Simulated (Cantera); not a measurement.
Charge: 1 mol SiC, 0.76 mol O2, 4.8 mol H2, at 1 atm.

Method: chemical equilibrium by Gibbs-energy minimisation in Cantera with the NASA 1993 tables (ideal gas, pure condensed phases). Candidate condensed phases: C, C6H6, C7H8, C8H18, H2O, Si, SiC, SiO2; 123 gas species. Mutual solubility and eutectic melting of coexisting phases are not modelled. The tables hold silica as quartz up to 1696 K and as liquid above; real silica turns to tridymite and cristobalite and melts near 1996 K. Equilibrium is a limit: real reactors are often held back by kinetics, nucleation or transport.

Over these rows the condensed part is C(graphite) + SiC(s) + SiO2(β-quartz). Partial pressures as log10 of bar:

```json
[
 {"T (K)": "950", "1000/T (1/K)": "1.0526", "log p H2O": "-7.82", "log p H2": "-0.05", "log p CH4": "-0.88"},
 {"T (K)": "1050", "1000/T (1/K)": "0.9524", "log p H2O": "-6.91", "log p H2": "-0.02", "log p CH4": "-1.28"},
 {"T (K)": "1150", "1000/T (1/K)": "0.8696", "log p H2O": "-6.17", "log p H2": "0.00", "log p CH4": "-1.64"},
 {"T (K)": "1250", "1000/T (1/K)": "0.8000", "log p H2O": "-5.56", "log p H2": "0.00", "log p CH4": "-1.96"},
 {"T (K)": "1350", "1000/T (1/K)": "0.7407", "log p H2O": "?", "log p H2": "0.00", "log p CH4": "-2.23"},
 {"T (K)": "1450", "1000/T (1/K)": "0.6897", "log p H2O": "-4.61", "log p H2": "0.00", "log p CH4": "-2.48"}
]
```

Task: Fit log p(H2O) = a + b·(1000/T) to the five rows, give the apparent enthalpy, and predict the row at 1350 K.

Result: Means: 1000/T = 0.8729, log p = -6.214. Sxy = -0.685605, Sxx = 0.0774999, so b = -8.85 and a = -6.214 − (-8.85)×0.8729 = 1.51.
Apparent enthalpy: −19.145 × (-8.85) = 169 kJ/mol. With the condensed phases at unit activity, 1/2 C(graphite) + 1/2 SiO2(β-quartz) + H2(g) = H2O(g) + 1/2 SiC(s) links this pressure to the main gases: over the six rows their terms move log p by +0.05 in all, so the slope is close to that reaction's ΔH°. The five rows lie within 0.02 of the line.
Prediction at 1350 K: 1.51 + (-8.85)×0.7407 = -5.05. The computed value is -5.05, 0.00 from the line.
